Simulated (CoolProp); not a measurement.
A simple Rankine cycle with toluene: condensing at 311.15 K, boiler at 1.19 MPa, turbine inlet 619 K, turbine efficiency 0.75, pump efficiency 0.7, no recuperator. Each further row changes one setting.

Model: reference Helmholtz-energy equation of state, Lemmon 2006, in CoolProp. It is a short technical equation, of lower accuracy than the large ones.

| case | thermal efficiency (%) | net work (kJ/kg) | heat in (kJ/kg) | turbine exit temperature (K) | volume ratio over the turbine |
|---|---|---|---|---|---|
| as stated | 20.1 | 184 | 915 | 519.4 | 153 |
| condensing temperature 303.15 K | 21.2 | 196 | 929 | 512.8 | 223 |
| boiler pressure 0.833 MPa | 18.9 | 174 | 921 | 527.7 | 106 |
| turbine efficiency 0.65 | 17.4 | 159 | 915 | 532.3 | 157 |
